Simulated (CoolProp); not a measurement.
Vapour-liquid equilibrium of dimethyl ether (1) + R236EA (2) at 251.1 K; x and y are mole fractions of (1).

Computed with CoolProp (multi-fluid Helmholtz-energy mixture model, Wu 2011 and Rui 2013; pair parameters Bell 2016).

Give the bubble pressure and the first vapour's composition at x = 0.425, 0.725, 0.8. Is there an azeotrope?

x = 0.425: 0.4017 bar, y = 0.673; x = 0.725: 0.7396 bar, y = 0.951; x = 0.8: 0.8550 bar, y = 0.975. No azeotrope shows between x = 0.05 and 0.95.

The pair parameters rest on a limited set of measurements; away from them the model extrapolates.
